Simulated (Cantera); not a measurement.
Input (Python, Cantera):

```python
import numpy as np
import cantera as ct

gas = ct.Solution("gri30.yaml")
gas.TPX = 475, 1700000, {'C3H8': 1, 'O2': 7.35, 'N2': 27.6}
inlet = ct.Reservoir(gas, clone=True)
gas.equilibrate("HP")  # start burning
reactor = ct.IdealGasConstPressureReactor(gas, energy="on", clone=False)
exhaust = ct.Reservoir(gas, clone=True)
tau = [0.15, 0.066, 0.029, 0.012, 0.0054, 0.0023, 0.001, 0.00044, 0.00019, 8.2e-05, 3.6e-05][0]
for a, b in ((inlet, reactor), (reactor, exhaust)):
    ct.MassFlowController(a, b, mdot=lambda t: reactor.mass / tau)
net = ct.ReactorNet([reactor])
show = ['C3H8', 'O2', 'CH4', 'CO', 'HO2', 'O', 'NO2']

rows = []
print(f"{'tau/s':>10s}{'T/K':>9s}" + "".join(f"{s:>11s}" for s in show))
for tau in [0.15, 0.066, 0.029, 0.012, 0.0054, 0.0023, 0.001, 0.00044, 0.00019, 8.2e-05, 3.6e-05]:
    net.initial_time = 0.0
    net.advance(30 * tau)
    before = gas.X
    net.advance(40 * tau)
    drift = np.max(np.abs(gas.X - before) / (gas.X + 1e-9))
    rows.append([gas.T, *gas[show].X, drift])
    print(f"{tau:10.3e}{gas.T:9.1f}" + "".join(f"{x:11.3e}" for x in gas[show].X))
```

It prints:

```
     tau/s      T/K       C3H8         O2        CH4         CO        HO2          O        NO2
 1.500e-01   1985.9  5.248e-08  6.321e-02  6.739e-08  1.110e-04  2.361e-06  3.818e-05  1.964e-06
 6.600e-02   1986.1  1.176e-07  6.334e-02  1.466e-07  1.340e-04  2.451e-06  4.001e-05  1.061e-06
 2.900e-02   1985.8  2.611e-07  6.342e-02  3.069e-07  1.830e-04  2.637e-06  4.368e-05  5.905e-07
 1.200e-02   1984.5  6.007e-07  6.350e-02  6.278e-07  2.937e-04  3.074e-06  5.197e-05  3.570e-07
 5.400e-03   1982.3  1.239e-06  6.361e-02  1.096e-06  4.895e-04  3.900e-06  6.666e-05  2.693e-07
 2.300e-03   1977.9  2.593e-06  6.380e-02  1.824e-06  8.761e-04  5.645e-06  9.504e-05  2.378e-07
 1.000e-03   1970.5  5.170e-06  6.414e-02  2.863e-06  1.562e-03  8.917e-06  1.420e-04  2.313e-07
 4.400e-04   1958.1  1.003e-05  6.478e-02  4.519e-06  2.773e-03  1.493e-05  2.147e-04  2.203e-07
 1.900e-04   1936.0  1.989e-05  6.605e-02  7.909e-06  5.035e-03  2.663e-05  3.208e-04  1.856e-07
 8.200e-05   1894.4  4.221e-05  6.870e-02  1.747e-05  9.448e-03  5.119e-05  4.392e-04  1.289e-07
 3.600e-05    475.0  2.782e-02  2.045e-01  1.105e-17  3.237e-16  8.293e-19 -1.025e-31  1.122e-20
```

Computed with Cantera and GRI-Mech 3.0 (53 species, 325 reactions). GRI-Mech 3.0 was tuned for natural gas; its chemistry of propane as a main component is partial and can be far from experiment. The pressure lies above the range GRI-Mech 3.0 was tuned for (to about 10 atm).
